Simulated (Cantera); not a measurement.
A closed system holds: 1 mol SiCl4, 860 mol H2, held at 1698.15 K and 1.00 bar.

These are equilibrium values from Cantera (NASA tables, ideal gas, pure condensed phases), not measurements of a reactor. Candidate condensed phases: Si; 19 gas species. Gases not in the tables: Si2H6 and higher silanes. Rates play no part.

Base state: H2 0.995, HCl 0.00449, H 0.000144, SiCl2 7.28e-5, SiH2 1.39e-5 (mole fractions); condensed: Si(l).

### Question
What changes in the equilibrium state with this change: SiCl4 replaced by Si2H6?

### Answer
```tsv
species	before	after
H2	0.995	1.000
H	0.000144	0.000145
SiH2	1.39e-5	1.40e-5
HCl	0.00449	0
SiCl2	7.28e-5	0
Si(l), mol	0.920	1.99
```
The feed counts by its element totals alone.
